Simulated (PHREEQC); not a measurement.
Dissolve 0.007 mol/kgw Cu(NO3)2 and 0.011 mol/kgw H2SO4 at 20 °C. Closed to the air; pH follows from the charge balance.

The numbers come from PHREEQC with the ion-association model, phreeqc.dat.

```json
{
  "pH": "1.81",
  "ionic_strength": "0.0397 mol/kgw",
  "specific_conductance": "6830 µS/cm",
  "total_alkalinity": "-22.0 meq/kg"
}
```

| species | molality | activity | log γ |
|---|---|---|---|
| H+ | 0.0178 | 0.0154 | -0.063 |
| NO3- | 0.0140 | 0.0115 | -0.084 |
| Cu+2 | 0.00554 | 0.00284 | -0.290 |
| SO4-2 | 0.00532 | 0.00263 | -0.305 |
| HSO4- | 0.00422 | 0.00353 | -0.078 |
| CuSO4 | 0.00146 | 0.00147 | 0.004 |
| CuOH+ | 2.22e-9 | 1.85e-9 | -0.080 |

Precipitation was switched off in this run.
